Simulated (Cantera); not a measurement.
**Ignition delay**

Mixture: 27.4 % H₂, 10.5 % O₂, 62.1 % N₂, equivalence ratio 1.3, at 1430 Torr, adiabatic and at constant pressure. Ignition delay is the time to a rise of 400 K.

Computed with Cantera and GRI-Mech 3.0 (53 species, 325 reactions). Where the delays flatten at high temperature, the 400 K rule measures the pace of heat release, not the induction time.

| T0 (K) | delay (ms) |
|---|---|
| 1400 | 0.0150 |
| 1475 | 0.0124 |
| 1550 | 0.0109 |
| 1625 | 0.00999 |
| 1700 | 0.00955 |
